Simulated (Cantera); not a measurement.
Standard-state values (1 bar) from the NASA 1993 polynomials, evaluated with Cantera. Values are per mole of reaction as written; species without (g) are pure solids or liquids, kept so even where they would boil at 1 bar.

V2O3 + 2 OH(g) → 2 VO2(g) + H2O(g), with ΔH° = 432.9 kJ and ΔS° = 253.4 J/K at 300 K.

Question: How far is the shortcut ΔG° ≈ ΔH°(300 K) − T·ΔS°(300 K) from the full temperature-dependent value at 1523, 1548, 1573, 1598, 1623, 1648, 1673, 1698, 1723, 1748, 1773 K?

Answer: 
| T (K) | shortcut (kJ) | full (kJ) | difference (kJ) | difference in log10 K |
|---|---|---|---|---|
| 1523 | 46.9 | 104.8 | -57.9 | 1.98 |
| 1548 | 40.6 | 100.4 | -59.8 | 2.02 |
| 1573 | 34.2 | 96.0 | -61.8 | 2.05 |
| 1598 | 27.9 | 91.7 | -63.7 | 2.08 |
| 1623 | 21.6 | 87.3 | -65.7 | 2.12 |
| 1648 | 15.2 | 83.0 | -67.8 | 2.15 |
| 1673 | 8.9 | 78.7 | -69.8 | 2.18 |
| 1698 | 2.6 | 74.5 | -71.9 | 2.21 |
| 1723 | -3.8 | 70.2 | -74.0 | 2.24 |
| 1748 | -10.1 | 66.0 | -76.1 | 2.27 |
| 1773 | -16.4 | 61.8 | -78.3 | 2.31 |
The shortcut ignores the heat-capacity change of the reaction.
